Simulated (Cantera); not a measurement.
Equilibrium for calcination and drying: CaCO3 + H2

Charge: 1 mol CaCO3, 2 mol H2, equilibrated at 0.728 Torr.

These are equilibrium values from Cantera (NASA tables, ideal gas, pure condensed phases), not measurements of a reactor. Candidate condensed phases: C, C6H6, C7H8, C8H18, Ca, CaCO3, CaO, Ca(OH)2, H2O; 115 gas species. The numbers say what is thermodynamically allowed, not how fast it happens.

```
T (K)  log p H2  log p CO  log p H2O  log p CO2  log p H  n CaO(s)
-----  --------  --------  ---------  ---------  -------  --------
1100      -3.37     -3.67      -3.67      -3.97    -9.27      1.00
1250      -3.39     -3.63      -3.63      -4.06    -8.01      1.00
1400      -3.40     -3.60      -3.60      -4.14    -7.01      1.00
1550      -3.41     -3.58      -3.58      -4.20    -6.21     1.000
1700      -3.42     -3.57      -3.57      -4.26    -5.54     1.000
1850      -3.44     -3.57      -3.57      -4.30    -4.99     1.000
2000      -3.46     -3.57      -3.57      -4.34    -4.52     0.999
```
log p: log10 of the partial pressure in bar; n: condensed amount in mol.

From 1100 K to 2000 K the condensed part is CaO(s).
